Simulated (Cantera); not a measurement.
**Fe2O3 + CH4 + CO (carbothermic reduction)**

A closed system holds: 1 mol Fe2O3, 0.64 mol CH4, 0.13 mol CO, equilibrated at 15.0 mbar.

Equilibrium computed with Cantera from the NASA thermochemical tables; the gas is ideal and each condensed phase is pure. Candidate condensed phases: C, C6H6, C7H8, C8H18, Fe, Fe(CO)5, FeO, Fe(OH)2, Fe(OH)3, Fe2O3, Fe3O4, H2O; 114 gas species. Each liquid is taken as pure. Mutual solubility and eutectic melting of coexisting phases are not modelled. The tables' stoichiometric FeO is somewhat more stable than real wüstite, so its field is too wide. FeO: taken at fixed stoichiometry. The numbers say what is thermodynamically allowed, not how fast it happens.

| T (°C) | x H2 | x CO | x Fe | x H2O | x CO2 | x FeO | x H | x OH | x O2 | x O | n Fe(δ) | n FeO(l) | n Fe(l) |
|---|---|---|---|---|---|---|---|---|---|---|---|---|---|
| 1450 | 0.425 | 0.331 | 0.000608 | 0.198 | 0.0439 | 2.60e-6 | 0.000971 | 2.48e-5 | 9.38e-9 | 4.50e-8 | 0.135 | 1.86 | 0 |
| 1550 | 0.426 | 0.335 | 0.00271 | 0.194 | 0.0390 | 1.54e-5 | 0.00231 | 7.32e-5 | 6.13e-8 | 3.05e-7 | 0 | 1.88 | 0.115 |
| 1650 | 0.419 | 0.335 | 0.00987 | 0.195 | 0.0361 | 7.53e-5 | 0.00498 | 0.000199 | 3.56e-7 | 1.76e-6 | 0 | 1.88 | 0.0990 |
| 1750 | 0.405 | 0.329 | 0.0314 | 0.191 | 0.0332 | 0.000311 | 0.00987 | 0.000484 | 1.74e-6 | 8.57e-6 | 0 | 1.88 | 0.0512 |
| 1850 | 0.360 | 0.309 | 0.0760 | 0.201 | 0.0343 | 0.00112 | 0.0176 | 0.00121 | 9.94e-6 | 4.19e-5 | 0 | 1.83 | 0 |
| 1950 | 0.280 | 0.276 | 0.132 | 0.234 | 0.0429 | 0.00354 | 0.0277 | 0.00334 | 8.02e-5 | 0.000228 | 0 | 1.67 | 0 |
| 2050 | 0.195 | 0.234 | 0.194 | 0.262 | 0.0554 | 0.0101 | 0.0392 | 0.00877 | 0.000673 | 0.00120 | 0 | 1.46 | 0 |
| 2150 | 0.118 | 0.184 | 0.255 | 0.265 | 0.0689 | 0.0262 | 0.0498 | 0.0211 | 0.00550 | 0.00593 | 0 | 1.14 | 0 |
| 2250 | 0.0573 | 0.119 | 0.328 | 0.205 | 0.0680 | 0.0628 | 0.0543 | 0.0413 | 0.0376 | 0.0257 | 0 | 0.386 | 0 |
x: gas mole fraction; n: condensed amount in mol.

At 1450 °C the condensed part is Fe(δ) + FeO(l). From 1550 °C to 1750 °C the condensed part is Fe(l) + FeO(l). From 1850 °C to 2250 °C the condensed part is FeO(l). The main Fe-bearing gas is Fe throughout. The share of Fe in condensed phases is highest at 1450 °C (99.9 %) and lowest at 2250 °C (19.3 %).
